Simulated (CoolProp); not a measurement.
R407C along the isotherm 117.35 °C: density (kg/m³) from the reference equation and from simpler models built on Tc = 86.2 °C, pc = 4.632 MPa, ω = 0.363; each cubic takes its own stable root.

Model: reference Helmholtz-energy equation of state, Lemmon 2003, in CoolProp. It is a pseudo-pure fit of the blend.

```tsv
p (MPa)	phase	reference
0.827	gas	23.11
1.65	gas	48.78
2.48	gas	78.21
3.31	gas	112.4
4.14	gas	153.4
4.96	supercritical	203.8
5.79	supercritical	270.4
6.62	supercritical	360.4
7.44	supercritical	469.9
8.27	supercritical	570.3
9.1	supercritical	642.1
9.93	supercritical	693.2
10.8	supercritical	733.5
11.6	supercritical	762.9
```

### Question
How far does each simpler model (ideal gas, van der Waals, Peng-Robinson) lie from the reference over these 14 states: mean and median of the absolute difference, and the worst?

### Answer
- ideal gas: mean 41.1 %, median 47.2 %, worst -62.4 % at 117.35 °C and 9.1 MPa
- van der Waals: mean 8.3 %, median 4.5 %, worst -22.4 % at 117.35 °C and 11.6 MPa
- Peng-Robinson: mean 5.4 %, median 4.0 %, worst -12.1 % at 117.35 °C and 9.1 MPa
